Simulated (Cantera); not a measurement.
An adiabatic, constant-volume homogeneous reactor starts with 23.4 % H2, 12.2 % O2, 64.5 % N2, equivalence ratio 0.96, at 1725 K and 1200 Torr.

Model: GRI-Mech 3.0 (53 species, 325 reactions), integrated in Cantera.

Task: Predict: time of steepest temperature rise; temperature at 3.00 s; equilibrium temperature; x(H2) at 3.00 s; x(O2) at 3.00 s; x(HO2) at 3.00 s; x(H) at 3.00 s; x(H2O2) at 3.00 s; x(NO) at 3.00 s; x(NO2) at 3.00 s.

Result: 
```json
{
  "time_of_steepest_temperature_rise": "5.38 µs",
  "temperature at 3.00 s": "2966 K",
  "equilibrium_temperature": "2966 K",
  "x(H2) at 3.00 s": "0.0404 (gas-phase equilibrium 0.0404)",
  "x(O2) at 3.00 s": "0.0139 (gas-phase equilibrium 0.0139)",
  "x(HO2) at 3.00 s": "9.03e-6 (gas-phase equilibrium 9.03e-6)",
  "x(H) at 3.00 s": "0.0180 (gas-phase equilibrium 0.0180)",
  "x(H2O2) at 3.00 s": "5.87e-7 (gas-phase equilibrium 5.87e-7)",
  "x(NO) at 3.00 s": "0.0111 (gas-phase equilibrium 0.0111)",
  "x(NO2) at 3.00 s": "2.69e-6 (gas-phase equilibrium 2.69e-6)"
}
```
